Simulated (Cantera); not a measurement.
A closed system holds: 1 mol Cr2O3, 120 mol H2, at 1325 K and 1.30 bar.

Cantera equilibrium calculation (NASA polynomials, part measured and part estimated; ideal gas, pure solids and liquids). Candidate condensed phases: Cr, Cr2O3, H2O; 13 gas species. Mutual solubility and eutectic melting of coexisting phases are not modelled. Rates play no part.

Base state: H2 1.000, H2O 0.000334 (mole fractions); condensed: Cr(s) + Cr2O3(s).

What changes in the equilibrium state with this change: Cr2O3 replaced by NiS?


```json
[
 {"species": "H2", "before": "1.000", "after": "0.992"},
 {"species": "H2S", "before": "0", "after": "0.00833"},
 {"species": "H2O", "before": "0.000334", "after": "0"},
 {"species": "Cr(s), mol", "before": "0.0267", "after": "0"},
 {"species": "Cr2O3(s), mol", "before": "0.987", "after": "0"},
 {"species": "Ni(s), mol", "before": "0", "after": "1.00"}
]
```
Further candidate phases: Ni, NiS, NiS2, Ni3S2, Ni3S4, S.
